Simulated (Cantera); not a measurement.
Mixture: CH4 : O2 : N2 = 1 : 1.05 : 3.96 (molar parts), equivalence ratio 1.9, at 0.987 atm, adiabatic and at constant pressure. Ignition delay is the time to a rise of 400 K.

Computed with Cantera and GRI-Mech 3.0 (53 species, 325 reactions).

### Question
What does this change do: 0.2 parts CO2 added?

### Answer
```tsv
quantity	before	after
delay at 1250 K	32.7 ms	34.7 ms
delay at 1300 K	16.8 ms	17.8 ms
delay at 1350 K	8.88 ms	9.43 ms
delay at 1400 K	4.83 ms	5.12 ms
delay at 1450 K	2.70 ms	2.86 ms
delay at 1500 K	1.56 ms	1.65 ms
apparent activation energy between 1400 and 1500 K	200 kJ/mol	200 kJ/mol
```

### Question
What does this change do: 0.32 parts CO2 added?

### Answer
| quantity | before | after |
|---|---|---|
| delay at 1250 K | 32.7 ms | 35.9 ms |
| delay at 1300 K | 16.8 ms | 18.5 ms |
| delay at 1350 K | 8.88 ms | 9.77 ms |
| delay at 1400 K | 4.83 ms | 5.31 ms |
| delay at 1450 K | 2.70 ms | 2.96 ms |
| delay at 1500 K | 1.56 ms | 1.71 ms |
| apparent activation energy between 1400 and 1500 K | 200 kJ/mol | 200 kJ/mol |
